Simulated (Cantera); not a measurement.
Cantera run, input and output.

```python
import numpy as np
import cantera as ct

gas = ct.Solution("gri30.yaml")
gas.TPX = 425, 190000, {'CH3OH': 1, 'O2': 1, 'N2': 3.76, 'CO2': 0.0093}
flame = ct.FreeFlame(gas, width=0.026)
flame.set_refine_criteria(ratio=3, slope=0.08, curve=0.16)
flame.transport_model = "mixture-averaged"
flame.solve(loglevel=0, auto=True)
z, T = flame.grid, flame.T
thick = (T[-1] - T[0]) / np.gradient(T, z).max()
show = ['CH3OH', 'O2', 'HCN', 'CO', 'CH2', 'H2']
print(f"laminar burning velocity  {flame.velocity[0] * 100:.3f} cm/s")
print(f"burnt temperature         {T[-1]:.1f} K")
print(f"thermal thickness         {thick * 1e3:.4f} mm")
print(f"grid points               {len(z)}")
z0 = z[flame.heat_release_rate.argmax()]
print(f"{'z/mm':>9s}{'T/K':>9s}{'u/(m/s)':>9s}" + "".join(f"{s:>11s}" for s in show))
rows = []
for k in (-3, -2, -1.5, -1, -0.5, -0.25, 0, 0.25, 0.5, 1, 2, 4, 8):
    zz = z0 + k * thick
    rows.append([k * thick, np.interp(zz, z, T), np.interp(zz, z, flame.velocity),
                 *(np.interp(zz, z, flame.X[gas.species_index(s)]) for s in show)])
    print(f"{rows[-1][0] * 1e3:9.3f}{rows[-1][1]:9.1f}{rows[-1][2]:9.3f}" + "".join(f"{x:11.3e}" for x in rows[-1][3:]))
```

It prints:

```
laminar burning velocity  67.881 cm/s
burnt temperature         2048.3 K
thermal thickness         0.1580 mm
grid points               152
     z/mm      T/K  u/(m/s)      CH3OH         O2        HCN         CO        CH2         H2
   -0.474    425.4    0.682  1.725e-01  1.725e-01  1.458e-11  1.597e-05  6.874e-26  4.683e-03
   -0.316    429.3    0.694  1.711e-01  1.708e-01  2.579e-10  1.921e-04  2.150e-24  1.257e-02
   -0.237    444.7    0.726  1.688e-01  1.681e-01  1.635e-09  9.035e-04  4.737e-22  2.160e-02
   -0.158    542.0    0.905  1.596e-01  1.580e-01  1.705e-08  6.038e-03  3.185e-17  3.781e-02
   -0.079    939.2    1.651  1.158e-01  1.203e-01  1.343e-07  3.327e-02  2.926e-11  6.027e-02
   -0.040   1300.5    2.379  6.437e-02  8.308e-02  2.931e-07  6.460e-02  1.304e-07  7.182e-02
    0.000   1663.1    3.166  1.026e-02  4.412e-02  5.599e-07  1.021e-01  1.181e-05  7.805e-02
    0.040   1802.0    3.458  1.542e-04  2.159e-02  7.937e-07  1.078e-01  6.703e-06  6.915e-02
    0.079   1850.0    3.539  8.478e-07  9.536e-03  7.533e-07  1.000e-01  1.426e-06  6.207e-02
    0.158   1898.1    3.610  1.667e-08  2.216e-03  5.051e-07  8.978e-02  8.559e-08  6.037e-02
    0.316   1942.8    3.676  9.210e-11  6.412e-04  2.355e-07  8.374e-02  6.103e-10  6.286e-02
    0.632   1983.2    3.743  1.997e-13  2.898e-04  8.589e-08  8.294e-02  1.190e-12  6.418e-02
    1.264   2014.0    3.795  7.457e-14  1.099e-04  2.909e-08  8.369e-02  1.304e-13  6.460e-02
```

Detailed kinetics in Cantera: GRI-Mech 3.0 (53 species, 325 reactions). GRI-Mech 3.0 was tuned for natural gas; its chemistry of methanol as a main component is partial and can be far from experiment. Burning velocities carry a grid error of a few per cent, more on coarse grids.
